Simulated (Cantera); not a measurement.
A closed system holds: 1 mol Si, 0.005 mol H₂O, 42 mol H₂, equilibrated at 1 atm.

Cantera equilibrium calculation (NASA polynomials, part measured and part estimated; ideal gas, pure solids and liquids). Candidate condensed phases: H₂O, Si, SiO₂; 18 gas species. Gases not in the tables: Si₂H₆ and higher silanes. Equilibrium is a limit: real reactors are often held back by kinetics, nucleation or transport.

x: gas mole fraction; n: condensed amount in mol.

```
T (K)   x H₂       x H     x SiO   x SiH₂    x SiH     x Si   x SiH₄  n Si(s)  n Si(l)
-----  -----  --------  --------  -------  -------  -------  -------  -------  -------
1473   1.000   1.26e-5  0.000118  1.05e-6  1.95e-8  5.40e-9  1.00e-6    0.995        0
1498   1.000         ?  0.000118        ?        ?        ?  1.04e-6    0.995        0
1523   1.000   2.30e-5  0.000118  2.00e-6  5.23e-8  1.78e-8  1.07e-6    0.995        0
1548   1.000   3.06e-5  0.000118  2.73e-6  8.36e-8  3.14e-8  1.10e-6    0.995        0
1573   1.000   4.04e-5  0.000119  3.67e-6  1.31e-7  5.43e-8  1.13e-6    0.995        0
1598   1.000   5.29e-5  0.000119  4.89e-6  2.04e-7  9.23e-8  1.16e-6    0.995        0
1623   1.000         ?  0.000119        ?        ?        ?  1.20e-6    0.995        0
1648   1.000   8.85e-5  0.000119  8.47e-6  4.71e-7  2.54e-7  1.23e-6    0.995        0
1673   1.000  0.000113  0.000119  1.10e-5  7.01e-7  4.12e-7  1.26e-6    0.994        0
1698   1.000  0.000144  0.000119  1.40e-5  1.02e-6  6.48e-7  1.27e-6        0    0.994
1723   1.000  0.000181  0.000119  1.70e-5  1.40e-6  9.71e-7  1.24e-6        0    0.994
1748   1.000  0.000227  0.000119  2.05e-5  1.92e-6  1.44e-6  1.20e-6        0    0.994
```

Task: Fill in the missing entries.

Result: 
- 1498, x H: 1.71e-5
- 1498, x SiH₂: 1.46e-6
- 1498, x SiH: 3.23e-8
- 1498, x Si: 9.90e-9
- 1623, x H: 6.87e-5
- 1623, x SiH₂: 6.47e-6
- 1623, x SiH: 3.12e-7
- 1623, x Si: 1.54e-7
